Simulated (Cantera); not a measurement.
An adiabatic, constant-pressure homogeneous reactor starts with 5.41 % CH4, 1.57 % H2, 9.69 % O2, 83.3 % N2, equivalence ratio 1.2, at 1373 K and 1200 Torr.

Detailed kinetics in Cantera: GRI-Mech 3.0 (53 species, 325 reactions).

Task: Predict: time of steepest temperature rise; temperature at 1.00 s; equilibrium temperature; x(H2) at 1.00 s; x(O2) at 1.00 s; x(NO) at 1.00 s; x(N2O) at 1.00 s; x(CO2) at 1.00 s.

Result: 
- time of steepest temperature rise = 1.86 ms
- temperature at 1.00 s = 2318 K
- equilibrium temperature = 2318 K
- x(H2) at 1.00 s = 0.0151 (gas-phase equilibrium 0.0151)
- x(O2) at 1.00 s = 0.000166 (gas-phase equilibrium 0.000166)
- x(NO) at 1.00 s = 0.000470 (gas-phase equilibrium 0.000470)
- x(N2O) at 1.00 s = 3.37e-8 (gas-phase equilibrium 3.37e-8)
- x(CO2) at 1.00 s = 0.0296 (gas-phase equilibrium 0.0296)
